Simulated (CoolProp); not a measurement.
A single-stage vapour-compression cycle with propylene: evaporating at 213.15 K (dew point), condensing at 249.15 K (bubble point), superheat 2 K, subcooling 0 K, compressor efficiency 0.9, no pressure losses. Each further row changes one setting.

Model: reference Helmholtz-energy equation of state, Lemmon 2013, in CoolProp.

| case | cooling COP | pressure ratio | discharge temperature (K) | refrigerating effect (kJ/kg) | volumetric capacity (kJ/m³) |
|---|---|---|---|---|---|
| as stated | 4.65 | 4.76 | 278.8 | 375 | 502 |
| evaporating temperature 218.15 K | 5.64 | 3.70 | 273.9 | 380 | 643 |
| condensing temperature 244.15 K | 5.51 | 3.96 | 270.9 | 386 | 517 |
| subcooling 5 K | 4.79 | 4.76 | 278.8 | 386 | 517 |
| superheat 12 K | 4.59 | 4.76 | 289.6 | 388 | 494 |
| compressor efficiency 0.8 | 4.13 | 4.76 | 285.3 | 375 | 502 |
